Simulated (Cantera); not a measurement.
Adiabatic ignition

An adiabatic, constant-pressure homogeneous reactor starts with 11.4 % CH₄, 3.20 % C₂H₆, 17.9 % O₂, 67.4 % N₂, equivalence ratio 1.9, at 1275 K and 1.00 atm.

Model: GRI-Mech 3.0 (53 species, 325 reactions), integrated in Cantera.

| t (s) | T (K) | x CH₄ | x C₂H₆ | x O₂ | x CH₃ | x NO₂ | x CH₂CO | x H₂O |
|---|---|---|---|---|---|---|---|---|
| 3.00e-6 | 1275 | 0.114 | 0.0320 | 0.179 | 1.42e-6 | <1e-12 | <1e-12 | 4.17e-9 |
| 7.67e-6 | 1275 | 0.114 | 0.0320 | 0.179 | 3.58e-6 | <1e-12 | <1e-12 | 3.21e-8 |
| 1.96e-5 | 1275 | 0.114 | 0.0320 | 0.179 | 8.81e-6 | <1e-12 | 1.97e-12 | 2.46e-7 |
| 5.02e-5 | 1275 | 0.114 | 0.0320 | 0.179 | 2.03e-5 | <1e-12 | 1.11e-10 | 2.07e-6 |
| 0.000128 | 1275 | 0.114 | 0.0319 | 0.179 | 4.01e-5 | <1e-12 | 6.29e-9 | 2.58e-5 |
| 0.000328 | 1276 | 0.114 | 0.0314 | 0.179 | 8.16e-5 | <1e-12 | 6.58e-7 | 0.000457 |
| 0.000839 | 1320 | 0.105 | 0.0225 | 0.167 | 0.000318 | <1e-12 | 0.000218 | 0.0122 |
| 0.00215 | 2411 | 1.22e-7 | <1e-12 | 8.48e-6 | 8.13e-8 | 1.65e-9 | 1.99e-9 | 0.131 |
| 0.00549 | 2405 | 1.38e-11 | <1e-12 | 1.18e-5 | 1.10e-11 | 1.62e-9 | <1e-12 | 0.131 |
| 0.0140 | 2405 | 1.36e-11 | <1e-12 | 1.19e-5 | 1.08e-11 | 1.29e-9 | <1e-12 | 0.131 |
| 0.0359 | 2405 | 1.35e-11 | <1e-12 | 1.19e-5 | 1.07e-11 | 1.01e-9 | <1e-12 | 0.131 |
| 0.0918 | 2406 | 1.34e-11 | <1e-12 | 1.19e-5 | 1.07e-11 | 9.33e-10 | <1e-12 | 0.131 |
| 0.235 | 2406 | 1.34e-11 | <1e-12 | 1.19e-5 | 1.07e-11 | 9.30e-10 | <1e-12 | 0.131 |
| 0.600 | 2406 | 1.34e-11 | <1e-12 | 1.19e-5 | 1.07e-11 | 9.30e-10 | <1e-12 | 0.131 |
x: mole fraction; the columns are a selection and need not sum to one.

```
Item                                                                   Value
---------------------------------  -----------------------------------------
time of steepest temperature rise                                    1.12 ms
temperature at 0.600 s                                                2406 K
equilibrium temperature                                               2406 K
x(CH₄) at 0.600 s                  1.34e-11 (gas-phase equilibrium 1.51e-11)
x(C₂H₆) at 0.600 s                     <1e-12 (gas-phase equilibrium <1e-12)
x(O₂) at 0.600 s                     1.19e-5 (gas-phase equilibrium 1.19e-5)
```
